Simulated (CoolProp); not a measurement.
Values from CoolProp's reference Helmholtz-energy equation of state, Schmidt 1985.

For oxygen, give the phase and the density (kg/m³), expansivity (1/kK), fugacity coefficient at 202.4 K and 6.46 MPa; 202.4 K and 9.74 MPa; 202.4 K and 50.5 MPa.


- 202.4 K and 6.46 MPa: supercritical; density 152, expansivity 9.73, fugacity coefficient 0.826
- 202.4 K and 9.74 MPa: supercritical; density 259, expansivity 13.5, fugacity coefficient 0.750
- 202.4 K and 50.5 MPa: supercritical; density 831, expansivity 4.06, fugacity coefficient 0.521
